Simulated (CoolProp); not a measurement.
Vapour-liquid equilibrium of C2F6 (R116) (1) + propane (2) at 0.42 MPa; x and y are mole fractions of (1).

Model: multi-fluid Helmholtz-energy mixture model, Lemmon 2006 and Lemmon 2009; pair parameters Bell 2016, in CoolProp.

```tsv
x	bubble temperature (°C)	y at the bubble point	dew temperature at overall composition x (°C)	liquid density (mol/L)
0.05	-22.2	0.459	?	12.43
0.2	-40.0	0.746	-11.0	12.36
0.35	-42.8	0.782	-17.1	11.91
0.5	-43.6	0.796	-24.3	11.47
0.65	-44.6	0.819	-33.1	11.11
0.8	-45.8	?	-43.8	10.82
0.95	-46.7	0.956	?	10.60
```

Task: Fill in the missing entries.

Result: 
- 0.05, dew temperature at overall composition x (°C): -5.6
- 0.8, y at the bubble point: 0.866
- 0.95, dew temperature at overall composition x (°C): -46.6

No azeotrope shows between x = 0.05 and 0.95.

Pair parameters are fitted to limited data, so mixtures are less certain than the pure fluids. With so large a gap from Raoult's law the liquid may split in two, which this calculation doesn't test in full.
